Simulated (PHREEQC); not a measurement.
0.095 g of hydrous ferric oxide (600 m²/g; 0.2 weak and 0.005 strong sites per Fe, Dzombak-Morel constants, diffuse double layer) in 1 kg of water with 0.3 mol/kgw of an inert sodium salt and 6.7e-06 mol/kgw BaCl2, 0.0001 mol/kgw CuCl2 and 1.1e-06 mol/kgw SrCl2, at 25 °C; the pH is set by adding NaOH or the inert anion's acid. O2 is buffered at 0.21 atm. The system is closed to CO2. Nothing may precipitate in this run.

Model: ion-association model, wateq4f.dat, run in PHREEQC.

Q: Predict Cu sorbed (%), surface charge σ (C/m²) at pH = 5.5, 7.38, 8.12.

A: 
| pH | Cu sorbed (%) | surface charge σ (C/m²) |
|---|---|---|
| 5.5 | 39.6 | 0.227 |
| 7.38 | 97.5 | 0.115 |
| 8.12 | 94.7 | 0.065 |

Along this series the solution becomes supersaturated in solids that the run did not let form, among them Cu(OH)2. The database's constant for dissolved Cu(OH)2 is higher than later reviews accept.
